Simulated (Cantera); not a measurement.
Si₂Cl₆ + N₂ (silicon epitaxy and polysilicon growth)

Charge: 1 mol Si₂Cl₆, 200 mol N₂, equilibrated at 825 °C and 0.120 bar.

Cantera equilibrium calculation (NASA polynomials, part measured and part estimated; ideal gas, pure solids and liquids). Candidate condensed phases: Si, Si₃N₄; 13 gas species. The feed counts by its element totals alone. N₂ is the only nitrogen source here; it is nearly inert below about 1500 K, so the nitride shown seldom forms there in practice. The tables' values for SiCl₃ are old estimates; treat these amounts as uncertain. Kinetics and transport are ignored.

| Property | Result |
|---|---|
| x(N₂) | 0.993 |
| x(SiCl₄) | 0.00743 |
| x(SiCl₃) | 3.31e-5 |
| x(SiCl₂) | 2.07e-6 |
| n(Si₃N₄(s)) | 0.166 mol |
| gas amount | 201.2 mol |
| log10 activity of Si(s) (absent) | -5.42 |
